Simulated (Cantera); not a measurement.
A perfectly stirred reactor is fed with 43.6 % H₂, 25.6 % O₂, 30.8 % N₂, equivalence ratio 0.85, at 563 Torr; it is held at 1248 K, and followed from long to short residence time.

Detailed kinetics in Cantera: the H2/O2 subset of GRI-Mech 3.0, which has no nitrogen chemistry. The temperature is held fixed by assumption; the heat of reaction is taken as removed at once.

**Question.** Predict: x(H₂) at τ = 0.850 s; x(O₂) at τ = 0.850 s; x(H₂O) at τ = 0.850 s; x(H) at τ = 0.850 s; x(H₂O₂) at τ = 0.850 s; x(H₂) at τ = 7.40 ms; x(O₂) at τ = 7.40 ms; x(H₂O) at τ = 7.40 ms; x(H) at τ = 7.40 ms; x(H₂O₂) at τ = 7.40 ms.

**Answer.** 
```
Quantity                  Result
----------------------  --------
x(H₂) at τ = 0.850 s    0.000465
x(O₂) at τ = 0.850 s      0.0494
x(H₂O) at τ = 0.850 s      0.557
x(H) at τ = 0.850 s      4.42e-6
x(H₂O₂) at τ = 0.850 s   6.25e-7
x(H₂) at τ = 7.40 ms     0.00749
x(O₂) at τ = 7.40 ms      0.0524
x(H₂O) at τ = 7.40 ms      0.547
x(H) at τ = 7.40 ms     0.000449
x(H₂O₂) at τ = 7.40 ms   6.27e-6
```
